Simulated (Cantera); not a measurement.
A perfectly stirred reactor is fed with CH4 : C2H6 : C3H8 : O2 : N2 = 1 : 0.12 : 0.21 : 5.18 : 19.5 (molar parts), at 2.57 atm; it is adiabatic with a 575 K inlet, and is followed from long to short residence time, starting on the burning branch (τ in s: 0.21, 0.077, 0.028, 0.01, 0.0037, 0.0013, 0.00048, 0.00018, 6.4e-05, 2.3e-05, 8.4e-06, 3.1e-06).

Model: GRI-Mech 3.0 (53 species, 325 reactions), integrated in Cantera. GRI-Mech 3.0 was tuned for natural gas; its chemistry of propane as a main component is partial and can be far from experiment.

x: mole fraction; the columns are a selection and need not sum to one.

| τ (s) | T (K) | x CH4 | x C2H6 | x C3H8 | x N2O | x C2H | x HCN | x CO2 |
|---|---|---|---|---|---|---|---|---|
| 0.21 | 2013 | 9.41e-7 | 1.76e-8 | 3.01e-8 | 4.11e-7 | 4.00e-10 | 2.33e-8 | 0.0708 |
| 0.077 | 2012 | 2.31e-6 | 4.53e-8 | 7.82e-8 | 4.66e-7 | 1.00e-9 | 2.63e-8 | 0.0707 |
| 0.028 | 2009 | 5.22e-6 | 1.12e-7 | 1.95e-7 | 5.89e-7 | 2.32e-9 | 2.98e-8 | 0.0704 |
| 0.010 | 2001 | 1.09e-5 | 2.61e-7 | 4.61e-7 | 7.94e-7 | 4.85e-9 | 3.55e-8 | 0.0699 |
| 0.0037 | 1988 | (withheld) | (withheld) | (withheld) | 9.88e-7 | (withheld) | (withheld) | 0.0689 |
| 0.0013 | 1963 | 4.27e-5 | 1.22e-6 | 2.13e-6 | 1.04e-6 | 1.50e-8 | 6.36e-8 | 0.0669 |
| 0.00048 | 1925 | 8.68e-5 | 2.60e-6 | 4.38e-6 | 9.43e-7 | 2.22e-8 | 9.82e-8 | 0.0636 |
| 0.00018 | 1865 | 0.000193 | 5.86e-6 | 9.50e-6 | 7.79e-7 | 3.01e-8 | 1.64e-7 | 0.0581 |
| 6.4e-5 | 1758 | 0.000608 | 1.82e-5 | 2.84e-5 | 5.57e-7 | 4.13e-8 | 3.07e-7 | 0.0464 |
| 2.3e-5 | 575 | 0.0384 | 0.00461 | 0.00807 | <1e-12 | <1e-12 | <1e-12 | <1e-12 |
| 8.4e-6 | 575 | 0.0384 | 0.00461 | 0.00807 | <1e-12 | <1e-12 | <1e-12 | <1e-12 |
| 3.1e-6 | 575 | 0.0384 | 0.00461 | 0.00807 | <1e-12 | <1e-12 | <1e-12 | <1e-12 |

### Question
Fill in the missing entries.

### Answer

- 0.0037, x CH4: 2.12e-5
- 0.0037, x C2H6: 5.62e-7
- 0.0037, x C3H8: 9.93e-7
- 0.0037, x C2H: 8.88e-9
- 0.0037, x HCN: 4.52e-8
